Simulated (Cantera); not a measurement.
Input: 1 mol MgCl₂, 0.043 mol O₂, 0.26 mol N₂, held at 1398.15 K and 668 Torr.

Equilibrium computed with Cantera from the NASA thermochemical tables; the gas is ideal and each condensed phase is pure. Candidate condensed phases: Mg, MgCl₂, MgO; 18 gas species. Mutual solubility and eutectic melting of coexisting phases are not modelled. Equilibrium is a limit: real reactors are often held back by kinetics, nucleation or transport.

Q: What is the equilibrium state?

A: 
```json
{
  "x(N₂)": "0.656",
  "x(Cl₂)": "0.194",
  "x(MgCl₂)": "0.129",
  "x(Cl)": "0.0131",
  "x(O₂)": "0.00803",
  "x(NO)": "0.000128",
  "x(ClO)": "3.12e-5",
  "n(MgCl₂(l))": "0.869 mol",
  "n(MgO(s))": "0.0796 mol",
  "gas_amount": "0.3966 mol",
  "log10 activity of Mg(l) (absent)": "-15.63"
}
```
